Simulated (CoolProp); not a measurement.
Computed with CoolProp (reference Helmholtz-energy equation of state, Gao 2020).

For ammonia, give the phase and the speed of sound (m/s), viscosity (µPa s) at -2.85 °C and 0.101 MPa; 19.95 °C and 0.101 MPa.


- -2.85 °C and 0.101 MPa: gas; speed of sound 412, viscosity 9.09
- 19.95 °C and 0.101 MPa: gas; speed of sound 429, viscosity 9.91

Viscosity comes from a separate model (Fenghour 1995).
